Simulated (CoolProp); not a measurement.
The numbers come from the reference Helmholtz-energy equation of state, Span 2000 in CoolProp.

**Question.** Give the vapour pressure (kPa), vapour Z, surface tension (mN/m), liquid viscosity (µPa s) of saturated nitrogen at -171.15, -160.75 °C.

**Answer.** 
| T (°C) | p (kPa) | vapour Z | surface tension (mN/m) | liquid viscosity (µPa s) |
|---|---|---|---|---|
| -171.15 | 892 | 0.802 | 3.70 | 71.4 |
| -160.75 | 1680 | 0.687 | 1.84 | 51.8 |

Viscosity comes from a separate model (Lemmon 2004). Surface tension comes from a separate correlation (Mulero 2012).
